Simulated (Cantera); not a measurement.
A freely propagating, adiabatic, planar premixed flame of CH₃OH : O₂ : N₂ = 1 : 1.61 : 4.35 (molar parts), equivalence ratio 0.93, unburnt at 675 K and 27000 Pa; mixture-averaged transport, grid criteria slope 0.08 and curve 0.16, no radiation.

Cantera simulation using GRI-Mech 3.0 (53 species, 325 reactions); the numbers are that mechanism's predictions, not measurements. GRI-Mech 3.0 was tuned for natural gas; its chemistry of methanol as a main component is partial and can be far from experiment. Burning velocities carry a grid error of a few per cent, more on coarse grids.

x: mole fraction of selected species; z is measured from the peak of heat release.

| z (mm) | T (K) | u (m/s) | x CH₃OH | x O₂ | x C₂H₂ | x CH₂ | x H₂O | x CH₂CO |
|---|---|---|---|---|---|---|---|---|
| -1.93 | 675 | 2.52 | 0.143 | 0.231 | <1e-8 | <1e-8 | 9.51e-5 | <1e-8 |
| -1.29 | 678 | 2.54 | 0.143 | 0.229 | <1e-8 | <1e-8 | 0.000879 | <1e-8 |
| -0.966 | 686 | 2.58 | 0.141 | 0.227 | <1e-8 | <1e-8 | 0.00307 | ? |
| -0.644 | 737 | 2.81 | 0.137 | 0.220 | 1.65e-8 | <1e-8 | 0.0134 | ? |
| -0.322 | 1059 | 4.19 | 0.104 | 0.187 | 1.65e-7 | <1e-8 | 0.0633 | ? |
| -0.161 | 1444 | 5.93 | 0.0569 | 0.148 | 4.36e-7 | 1.29e-6 | 0.117 | ? |
| 0 | 1837 | 7.82 | 0.0103 | 0.107 | 8.88e-7 | 1.74e-5 | 0.173 | ? |
| 0.161 | 1980 | 8.52 | 0.000307 | 0.0793 | 5.37e-7 | 7.98e-6 | 0.202 | ? |
| 0.322 | 2007 | 8.64 | 2.34e-6 | 0.0624 | 8.21e-8 | 5.58e-7 | 0.211 | ? |
| 0.644 | 2037 | 8.71 | <1e-8 | 0.0496 | <1e-8 | <1e-8 | 0.213 | <1e-8 |
| 1.29 | 2075 | 8.82 | <1e-8 | 0.0441 | <1e-8 | <1e-8 | 0.211 | <1e-8 |
| 2.58 | 2125 | 8.99 | <1e-8 | 0.0417 | <1e-8 | <1e-8 | 0.213 | <1e-8 |
| 5.15 | 2196 | 9.24 | <1e-8 | 0.0396 | <1e-8 | <1e-8 | 0.218 | <1e-8 |

Q: Some entries are withheld; supply them.

A: 
- -0.966, x CH₂CO: 1.12e-8
- -0.644, x CH₂CO: 1.15e-7
- -0.322, x CH₂CO: 1.67e-6
- -0.161, x CH₂CO: 5.15e-6
- 0, x CH₂CO: 1.03e-5
- 0.161, x CH₂CO: 4.07e-6
- 0.322, x CH₂CO: 5.66e-7
